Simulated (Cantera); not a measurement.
An isothermal, constant-pressure homogeneous reactor starts with NO : N2 = 1 : 0.8 (molar parts), at 2173 K and 0.200 bar. Integrator tolerance rtol = 1e-08.

Computed with Cantera and GRI-Mech 3.0 (53 species, 325 reactions).

Task: What does this change do: temperature 2173 to 1550 K?

Result: 
```tsv
quantity	before	after
x(NO) at 5.00 s	0.0129 (gas-phase equilibrium 0.0129)	0.545 (gas-phase equilibrium 0.00171)
x(O) at 5.00 s	0.00265 (gas-phase equilibrium 0.00265)	1.75e-6 (gas-phase equilibrium 9.27e-6)
x(N2O) at 5.00 s	3.05e-7 (gas-phase equilibrium 3.05e-7)	9.94e-5 (gas-phase equilibrium 4.43e-8)
x(O2) at 5.00 s	0.270 (gas-phase equilibrium 0.270)	0.00509 (gas-phase equilibrium 0.277)
x(N2) at 5.00 s	0.715 (gas-phase equilibrium 0.715)	0.450 (gas-phase equilibrium 0.721)
x(NO2) at 5.00 s	8.63e-6 (gas-phase equilibrium 8.60e-6)	0.000212 (gas-phase equilibrium 4.05e-6)
```

Task: What does this change do: temperature 2173 to 2098 K?

Result: 
```
quantity                                           before                                    after
----------------  ---------------------------------------  ---------------------------------------
x(NO) at 5.00 s     0.0129 (gas-phase equilibrium 0.0129)    0.0147 (gas-phase equilibrium 0.0108)
x(O) at 5.00 s    0.00265 (gas-phase equilibrium 0.00265)  0.00160 (gas-phase equilibrium 0.00161)
x(N2O) at 5.00 s  3.05e-7 (gas-phase equilibrium 3.05e-7)  2.90e-7 (gas-phase equilibrium 2.57e-7)
x(O2) at 5.00 s       0.270 (gas-phase equilibrium 0.270)      0.269 (gas-phase equilibrium 0.271)
x(N2) at 5.00 s       0.715 (gas-phase equilibrium 0.715)      0.714 (gas-phase equilibrium 0.716)
x(NO2) at 5.00 s  8.63e-6 (gas-phase equilibrium 8.60e-6)  1.09e-5 (gas-phase equilibrium 8.07e-6)
```
